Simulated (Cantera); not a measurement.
Charge: 1 mol SiHCl₃, 0.025 mol Cl₂, 6.4 mol N₂, held at 1700 K and 10.0 Torr.

Equilibrium computed with Cantera from the NASA thermochemical tables; the gas is ideal and each condensed phase is pure. Candidate condensed phases: NH₄Cl, Si, Si₃N₄; 28 gas species. The tables' values for SiCl₃, SiCl are old estimates; treat these amounts as uncertain. Rates play no part.

Question: What is the equilibrium state?

Answer: x(N₂): 0.766
x(HCl): 0.106
x(SiCl₂): 0.104
x(SiCl₃): 0.0125
x(H₂): 0.00677
x(SiCl₄): 0.00294
x(Cl): 0.00128
x(H): 0.000105
x(SiHCl₃): 3.64e-5
gas amount: 8.354 mol
log10 activity of Si(l) (absent): -1.76
